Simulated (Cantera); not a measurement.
An isothermal, constant-pressure homogeneous reactor starts with H2 : O2 = 0.0096 : 1 (molar parts), at 1350 K and 0.00474 atm.

Model: the H2/O2 subset of GRI-Mech 3.0, which has no nitrogen chemistry, integrated in Cantera. Radical loss at walls, strong at low pressure, is not modelled.

One state of this run: x H2 = 1.90e-5; x O2 = 0.986; x HO2 = 1.22e-7; x O = 0.00427; x H = 0.000106. x: mole fraction; the columns are a selection and need not sum to one.

Q: Which value of t (s) does it belong to?
A) 1.00e-6
B) 0.0775
C) 2.27
D) 0.737

A: C, 2.27
